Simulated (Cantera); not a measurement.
An isothermal, constant-pressure homogeneous reactor starts with CH₄ : CO₂ = 1 : 2.7 (molar parts), at 2000 K and 0.970 bar.

Model: GRI-Mech 3.0 (53 species, 325 reactions), integrated in Cantera.

x: mole fraction; the columns are a selection and need not sum to one.

```tsv
t (s)	x CH₄	x CO₂	x H₂O₂	x HCO	x O₂	x H
9.00e-6	0.265	0.728	<1e-12	(withheld)	1.79e-11	2.48e-5
4.90e-5	0.215	0.703	4.18e-12	(withheld)	4.19e-10	0.000193
0.000267	0.0791	0.543	3.38e-11	(withheld)	7.95e-9	0.000424
0.00146	0.00912	0.288	3.03e-10	(withheld)	8.66e-8	0.000446
0.00794	0.00399	0.162	1.62e-10	(withheld)	9.08e-8	0.000599
0.0433	9.97e-5	0.120	9.01e-11	1.21e-7	8.39e-8	0.000653
0.236	6.35e-10	0.120	9.97e-11	1.26e-7	9.34e-8	0.000690
1.28	6.35e-10	0.120	9.97e-11	1.26e-7	9.34e-8	0.000690
7.00	6.35e-10	0.120	9.97e-11	1.26e-7	9.34e-8	0.000690
```

Task: What belongs in the gaps?

Result: 
- 9.00e-6, x HCO: 4.22e-8
- 4.90e-5, x HCO: 3.02e-6
- 0.000267, x HCO: 1.44e-6
- 0.00146, x HCO: 5.43e-7
- 0.00794, x HCO: 2.16e-7
